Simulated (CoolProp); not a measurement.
Vapour-liquid equilibrium of R134a (1) + R152A (2) at 740 kPa; x and y are mole fractions of (1).

Values from CoolProp's multi-fluid Helmholtz-energy mixture model, Tillner-Roth 1994 and Outcalt 1996; pair parameters Lemmon 2004.

```csv
x,"bubble temperature, mixture model (°C)","bubble temperature, Raoult's law (°C)","y, mixture model","y, Raoult's law"
0.05,32.4,32.3,0.051,0.056
0.15,32.3,31.9,0.156,0.165
0.25,32.0,31.5,0.261,0.271
0.35,?,31.1,0.366,0.376
0.45,?,30.7,?,0.477
0.55,?,30.3,0.574,0.577
0.65,30.5,29.9,?,0.675
0.75,30.0,29.5,?,0.770
0.85,29.5,29.2,?,0.864
0.95,?,28.8,0.957,0.955
```

Task: Some entries are withheld; supply them.

Result: 
- 0.35, bubble temperature, mixture model (°C): 31.7
- 0.45, bubble temperature, mixture model (°C): 31.4
- 0.45, y, mixture model: 0.471
- 0.55, bubble temperature, mixture model (°C): 31.0
- 0.65, y, mixture model: 0.674
- 0.75, y, mixture model: 0.772
- 0.85, y, mixture model: 0.866
- 0.95, bubble temperature, mixture model (°C): 28.9

The largest gap from Raoult's law is +0.7 K in bubble temperature, at x = 0.45. No azeotrope shows between x = 0.05 and 0.95.

Pair parameters are fitted to limited data, so mixtures are less certain than the pure fluids.
